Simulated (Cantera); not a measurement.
## Low-pressure radical oxidation in H2/O2

An isothermal, constant-pressure homogeneous reactor starts with H₂ : O₂ = 0.12 : 1 (molar parts), equivalence ratio 0.060, at 923 K and 6.53 Torr.

Detailed kinetics in Cantera: the H2/O2 subset of GRI-Mech 3.0, which has no nitrogen chemistry. Radical loss at walls, strong at low pressure, is not modelled. Below about 950 K walls govern HO2 and H2O2 in real vessels. The temperature is held fixed by assumption; the heat of reaction is taken as removed at once.

| t (s) | x H₂ | x O₂ | x H₂O | x H | x HO₂ | x OH |
|---|---|---|---|---|---|---|
| 3.00e-5 | 0.107 | 0.893 | <1e-12 | 1.79e-12 | 1.85e-12 | <1e-12 |
| 0.000155 | 0.107 | 0.893 | <1e-12 | 8.71e-12 | 9.62e-12 | 1.10e-12 |
| 0.000804 | 0.107 | 0.893 | 5.56e-11 | 6.52e-11 | 5.08e-11 | 1.56e-11 |
| 0.00416 | 0.107 | 0.893 | 6.13e-8 | 3.46e-8 | 1.29e-9 | 9.21e-9 |
| 0.0215 | 0.00428 | 0.862 | 0.0947 | 0.0203 | 9.36e-6 | 0.00222 |
| 0.111 | 0.000137 | 0.886 | 0.113 | 7.72e-5 | 3.73e-6 | 0.000245 |
| 0.577 | 4.59e-6 | 0.887 | 0.113 | 4.51e-7 | 4.05e-7 | 4.34e-5 |
| 2.99 | 1.75e-7 | 0.887 | 0.113 | 8.21e-9 | 3.76e-8 | 1.16e-5 |
| 15.5 | 1.37e-8 | 0.887 | 0.113 | 3.39e-10 | 4.97e-9 | 3.99e-6 |
| 80.0 | 1.88e-9 | 0.887 | 0.113 | 2.07e-11 | 8.37e-10 | 1.57e-6 |
x: mole fraction; the columns are a selection and need not sum to one.

Equilibrium at this temperature and pressure: H₂ 9.45e-12, O₂ 0.887, H₂O 0.113, H <1e-12, HO₂ 2.35e-10, OH 1.13e-7 (gas phase only).
